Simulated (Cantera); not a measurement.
## SiCl4 + H2 + HCl (chlorosilane synthesis and conversion)

Input: 1 mol SiCl4, 0.45 mol H2, 5.9 mol HCl, at 0.400 bar.

These are equilibrium values from Cantera (NASA tables, ideal gas, pure condensed phases), not measurements of a reactor. Candidate condensed phases: Si; 19 gas species. The tables' values for SiCl3 are old estimates; treat these amounts as uncertain. Kinetics and transport are ignored.

From 827 °C to 1377 °C nothing is condensed. The main Si-bearing gas is SiCl4 throughout.

```tsv
T (°C)	log p HCl	log p SiCl4	log p H2	log p SiCl3	log p SiCl2	log p SiHCl3
827	-0.49	-1.26	-1.61	-4.66	-6.91	-4.22
877	-0.49	-1.27	-1.61	-4.30	-6.30	-4.08
927	-0.49	-1.27	-1.61	-3.98	-5.75	-3.95
977	-0.49	-1.27	-1.62	-3.68	-5.23	-3.84
1027	-0.49	-1.27	-1.62	-3.40	-4.77	-3.74
1077	-0.49	-1.27	-1.62	-3.15	-4.34	-3.64
1127	-0.49	-1.28	-1.63	-2.93	-3.94	-3.57
1177	-0.49	-1.29	-1.64	-2.72	-3.59	-3.50
1227	-0.49	-1.30	-1.66	-2.54	-3.27	-3.45
1277	-0.49	-1.32	-1.68	-2.37	-2.99	-3.42
1327	-0.49	-1.34	-1.72	-2.24	-2.75	-3.41
1377	-0.48	-1.37	-1.76	-2.13	-2.54	-3.43
```
log p: log10 of the partial pressure in bar; nothing condenses.
